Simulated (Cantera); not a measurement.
**Moist CO burnout**

A perfectly stirred reactor is fed with CO : O₂ : H₂O : N₂ = 0.0046 : 0.037 : 0.019 : 1 (molar parts), equivalence ratio 0.062, at 100000 Pa; it is held at 1273 K, and followed from long to short residence time.

Cantera simulation using GRI-Mech 3.0 (53 species, 325 reactions); the numbers are that mechanism's predictions, not measurements.

| τ (s) | x CO | x O₂ | x H₂O | x OH | x HO₂ | x H₂ |
|---|---|---|---|---|---|---|
| 0.93 | 5.95e-5 | 0.0328 | 0.0179 | 2.74e-5 | 3.31e-7 | 1.32e-6 |
| 0.23 | 0.000152 | 0.0328 | 0.0179 | 4.24e-5 | 7.61e-7 | 3.36e-6 |
| 0.057 | 0.000380 | 0.0329 | 0.0179 | 6.46e-5 | 1.59e-6 | 8.42e-6 |
| 0.014 | 0.000907 | 0.0332 | 0.0179 | 9.54e-5 | 2.89e-6 | 1.98e-5 |
| 0.0035 | 0.00191 | 0.0336 | 0.0178 | 0.000128 | 4.31e-6 | 3.75e-5 |
| 0.00086 | 0.00327 | 0.0343 | 0.0178 | 0.000133 | 4.98e-6 | 4.23e-5 |
| 0.00021 | 0.00426 | 0.0348 | 0.0179 | 3.16e-5 | 2.72e-6 | 4.69e-6 |
x: mole fraction; the columns are a selection and need not sum to one.
